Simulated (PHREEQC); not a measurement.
CaCl2 is added in steps, without added water, to 1 kg of water holding 50 mmol/kgw NiSO4, 0.88 mmol/kgw H3BO3 and 2.7 mmol/kgw HCl, at 20 °C. Oxygen is held at 0.21 atm. CO2 from the air is kept out. Solids allowed: Gypsum, Portlandite, Ni(OH)2, Ni4(OH)6SO4, Morenosite. Others were left out.

Base run: PHREEQC, ion-association model, wateq4f.dat. Each further column changes one thing. The table gives pH.

```csv
CaCl2 added (mol),base,Debye-Hückel limiting law,all activity coefficients set to 1,metal-ligand complexes left out,Davies equation for every ion
0,2.95,2.96,2.90,3.04,2.96
0.00625,2.94,2.96,2.87,3.03,2.95
0.01562,2.92,2.96,2.80,2.99,2.94
0.02187,2.90,2.96,2.76,2.96,2.91
0.03125,2.86,2.96,2.71,2.92,2.88
0.0375,2.84,2.96,2.69,2.89,2.86
0.04688,2.82,2.97,2.66,2.84,2.84
0.05312,2.80,2.97,2.64,2.82,2.82
0.0625,2.78,2.97,2.62,2.79,2.81
0.06875,2.77,2.98,2.62,2.78,2.80
0.07812,2.76,2.98,2.61,2.76,2.79
0.08438,2.76,2.98,2.60,2.75,2.78
0.09375,2.75,2.99,2.60,2.74,2.77
0.1,2.75,2.99,2.60,2.74,2.77
```
